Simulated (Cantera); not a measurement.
Charge: 1 mol Nb, 8.5 mol H2O, 130 mol H2, at 1175 K and 82.5 Torr.

Equilibrium computed with Cantera from the NASA thermochemical tables; the gas is ideal and each condensed phase is pure. Candidate condensed phases: H2O, Nb, NbO, NbO2, Nb2O5; 12 gas species. Condensed phases not in the tables: the oxides between NbO2 and Nb2O5. The numbers say what is thermodynamically allowed, not how fast it happens.

Task: What is the equilibrium state?

Result: 
```json
{
  "x(H2)": "0.957",
  "x(H2O)": "0.0433",
  "n(Nb2O5(s))": "0.500 mol",
  "gas_amount": "138.5 mol",
  "log10 activity of NbO2(s) (absent)": "-0.20",
  "log10 activity of Nb(s) (absent)": "-7.20"
}
```
